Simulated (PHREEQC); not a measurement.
Dissolve 0.12 mol/kgw MnSO4, 0.038 mol/kgw ZnCl2 and 4e-05 mol/kgw NaHCO3 at 80 °C. Closed to the air; pH follows from the charge balance.

Computed with PHREEQC (ion-association model, phreeqc.dat).

This is a speciation only: nothing precipitates in the calculation.

Order these C species by the share of C that they hold, largest first: ZnHCO3+, MnCO3, HCO3-, MnHCO3+, CO2.

CO2 (68 %), MnHCO3+ (15 %), HCO3- (11 %), ZnHCO3+ (5.5 %), MnCO3 (0.15 %)

The pH is 5.37 and the ionic strength 0.279 mol/kgw. At this temperature some constants are extrapolated from 25 °C, and those without enthalpy data are left unchanged.
